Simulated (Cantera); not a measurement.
A closed system holds: 1 mol MgO, 8.8 mol CO, at 0.00440 bar.

These are equilibrium values from Cantera (NASA tables, ideal gas, pure condensed phases), not measurements of a reactor. Candidate condensed phases: C, Mg, MgCO3, MgO; 15 gas species. Kinetics and transport are ignored.

Which condensed phases are stable at each of these points (T (°C)): 750, 900, 1050, 1200, 1350, 1500, 1650, 1800, 1950, 2100, 2250?


| T (°C) | condensed phases | Mg condensed (%) |
|---|---|---|
| 750 | C(graphite) + MgO(s) | 100.0 |
| 900 | C(graphite) + MgO(s) | 100.0 |
| 1050 | MgO(s) | 100.0 |
| 1200 | MgO(s) | 99.8 |
| 1350 | MgO(s) | 99.0 |
| 1500 | MgO(s) | 95.7 |
| 1650 | MgO(s) | 85.9 |
| 1800 | MgO(s) | 61.2 |
| 1950 | MgO(s) | 6.5 |
| 2100 | gas only | 0.0 |
| 2250 | gas only | 0.0 |

From 750 °C to 900 °C the condensed part is C(graphite) + MgO(s). From 1050 °C to 1950 °C the condensed part is MgO(s). From 2100 °C to 2250 °C nothing is condensed.
